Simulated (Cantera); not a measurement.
Dilute partial oxidation

An isothermal, constant-pressure homogeneous reactor starts with 1.64 % CH2O, 2.02 % O2, 96.3 % N2, equivalence ratio 0.81, at 1250 K and 5.00 bar.

Cantera simulation using GRI-Mech 3.0 (53 species, 325 reactions); the numbers are that mechanism's predictions, not measurements.

```tsv
t (s)	x CH2O	x O2	x CO2	x NO	x H2
2.00e-5	0.0164	0.0202	3.40e-10	<1e-12	5.86e-6
5.79e-5	0.0162	0.0201	6.27e-8	<1e-12	7.75e-5
0.000168	0.00934	0.0174	5.99e-5	<1e-12	0.00262
0.000485	5.19e-10	0.00989	0.00456	2.03e-7	0.000560
0.00140	6.29e-11	0.00707	0.00995	2.87e-7	0.000139
0.00406	6.79e-12	0.00497	0.0142	3.38e-7	6.55e-5
0.0118	<1e-12	0.00409	0.0159	3.52e-7	1.64e-5
0.0340	<1e-12	0.00388	0.0163	3.47e-7	2.37e-6
0.0985	<1e-12	0.00385	0.0164	3.64e-7	1.89e-7
0.285	<1e-12	0.00385	0.0164	3.77e-7	1.50e-8
0.825	<1e-12	0.00385	0.0164	3.79e-7	5.41e-9
2.39	<1e-12	0.00385	0.0164	3.79e-7	4.12e-9
6.91	<1e-12	0.00385	0.0164	3.79e-7	4.10e-9
20.0	<1e-12	0.00385	0.0164	3.79e-7	4.10e-9
```
x: mole fraction; the columns are a selection and need not sum to one.

Equilibrium at this temperature and pressure: CH2O <1e-12, O2 0.00383, CO2 0.0164, NO 4.24e-5, H2 4.11e-9 (gas phase only).
